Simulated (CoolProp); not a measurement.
A single-stage vapour-compression cycle with R1233zd(E): evaporating at 243.15 K (dew point), condensing at 280.15 K (bubble point), superheat 0 K, subcooling 8 K, compressor efficiency 0.65, no pressure losses. Each further row changes one setting.

Values from CoolProp's reference Helmholtz-energy equation of state, Akasaka 2022.

```tsv
case	cooling COP	pressure ratio	discharge temperature (K)	refrigerating effect (kJ/kg)	volumetric capacity (kJ/m³)
as stated	3.98	6.10	307.6	184	128
evaporating temperature 248.15 K	?	4.60	302.8	187	?
condensing temperature 275.15 K	4.68	?	300.0	190	132
subcooling 13 K	?	6.10	307.6	190	132
superheat 10 K	?	6.10	318.2	191	128
compressor efficiency 0.55	?	6.10	?	184	128
```

**Question.** What belongs in the gaps?

**Answer.** 
- evaporating temperature 248.15 K, cooling COP: 4.78
- evaporating temperature 248.15 K, volumetric capacity (kJ/m³): 170
- condensing temperature 275.15 K, pressure ratio: 4.94
- subcooling 13 K, cooling COP: 4.10
- superheat 10 K, cooling COP: 3.97
- compressor efficiency 0.55, cooling COP: 3.37
- compressor efficiency 0.55, discharge temperature (K): 317.9
